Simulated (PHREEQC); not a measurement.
Solution (20 °C): 0.19 mol/kgw SrBr2. Closed to the air; pH follows from the charge balance.

Equilibrium calculation in PHREEQC: ion-association model, wateq4f.dat.

This is a speciation only: nothing precipitates in the calculation.

Task: What activity of water does the model give?

Result: activity of water 0.990.
